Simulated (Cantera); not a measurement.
A freely propagating, adiabatic, planar premixed flame of 19.7 % H₂, 13.5 % O₂, 50.8 % N₂, 16.0 % H₂O, unburnt at 350 K and 0.560 bar; mixture-averaged transport, grid criteria slope 0.08 and curve 0.16, no radiation.

Model: the H2/O2 subset of GRI-Mech 3.0, which has no nitrogen chemistry, integrated in Cantera. Burning velocities carry a grid error of a few per cent, more on coarse grids.

Task: Predict: laminar burning velocity; thermal thickness; peak x(H); peak x(O); peak x(H₂O₂).

Result: 
```json
{
  "laminar_burning_velocity": "90.1 cm/s",
  "thermal_thickness": "0.751 mm",
  "peak x(H)": "0.00829",
  "peak x(O)": "0.00335",
  "peak x(H₂O₂)": "7.60e-5"
}
```
